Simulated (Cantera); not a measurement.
Silicon carbide growth: CH₃SiCl₃ + HCl + H₂

Charge: 1 mol CH₃SiCl₃, 0.02 mol HCl, 38 mol H₂, held at 0.190 bar.

Cantera equilibrium calculation (NASA polynomials, part measured and part estimated; ideal gas, pure solids and liquids). Candidate condensed phases: C, C₆H₆, C₇H₈, C₈H₁₈, Si, SiC; 109 gas species. The feed counts by its element totals alone. The tables' values for SiCl₃, SiCl are old estimates; treat these amounts as uncertain. Gases not in the tables: Si₂H₆ and higher silanes. The numbers say what is thermodynamically allowed, not how fast it happens.

```json
[
 {"T (°C)": "650", "x H₂": "0.946", "x HCl": "0.0310", "x CH₄": "0.0114", "x SiCl₄": "0.0102", "n SiC(s)": "0.545", "n C(graphite)": "0"},
 {"T (°C)": "750", "x H₂": "0.935", "x HCl": "0.0541", "x CH₄": "0.00527", "x SiCl₄": "0.00455", "n SiC(s)": "0.786", "n C(graphite)": "0"},
 {"T (°C)": "850", "x H₂": "0.929", "x HCl": "0.0671", "x CH₄": "0.00181", "x SiCl₄": "0.00139", "n SiC(s)": "0.926", "n C(graphite)": "0"},
 {"T (°C)": "950", "x H₂": "0.927", "x HCl": "0.0715", "x CH₄": "0.000662", "x SiCl₄": "0.000362", "n SiC(s)": "0.973", "n C(graphite)": "0"},
 {"T (°C)": "1050", "x H₂": "0.927", "x HCl": "0.0727", "x CH₄": "0.000351", "x SiCl₄": "8.09e-5", "n SiC(s)": "0.986", "n C(graphite)": "0"},
 {"T (°C)": "1150", "x H₂": "0.926", "x HCl": "0.0730", "x CH₄": "0.000272", "x SiCl₄": "1.61e-5", "n SiC(s)": "0.989", "n C(graphite)": "0"},
 {"T (°C)": "1250", "x H₂": "0.926", "x HCl": "0.0731", "x CH₄": "0.000246", "x SiCl₄": "3.48e-6", "n SiC(s)": "0.990", "n C(graphite)": "0"},
 {"T (°C)": "1350", "x H₂": "0.926", "x HCl": "0.0731", "x CH₄": "0.000216", "x SiCl₄": "9.44e-7", "n SiC(s)": "0.989", "n C(graphite)": "0"},
 {"T (°C)": "1450", "x H₂": "0.926", "x HCl": "0.0729", "x CH₄": "0.000164", "x SiCl₄": "3.50e-7", "n SiC(s)": "0.986", "n C(graphite)": "0.000285"},
 {"T (°C)": "1550", "x H₂": "0.926", "x HCl": "0.0726", "x CH₄": "0.000112", "x SiCl₄": "1.64e-7", "n SiC(s)": "0.980", "n C(graphite)": "0"},
 {"T (°C)": "1650", "x H₂": "0.925", "x HCl": "0.0720", "x CH₄": "7.43e-5", "x SiCl₄": "8.88e-8", "n SiC(s)": "0.971", "n C(graphite)": "0"},
 {"T (°C)": "1750", "x H₂": "0.923", "x HCl": "0.0712", "x CH₄": "5.02e-5", "x SiCl₄": "5.14e-8", "n SiC(s)": "0.957", "n C(graphite)": "0"},
 {"T (°C)": "1850", "x H₂": "0.919", "x HCl": "0.0701", "x CH₄": "3.53e-5", "x SiCl₄": "3.06e-8", "n SiC(s)": "0.935", "n C(graphite)": "0"}
]
```
x: gas mole fraction; n: condensed amount in mol.

From 650 °C to 1350 °C the condensed part is SiC(s). At 1450 °C the condensed part is C(graphite) + SiC(s). From 1550 °C to 1850 °C the condensed part is SiC(s). The main Si-bearing gas is SiCl₄ at 650 °C and SiCl₂ at 1850 °C. The share of Si in condensed phases is highest at 1250 °C (99.0 %) and lowest at 650 °C (54.5 %).
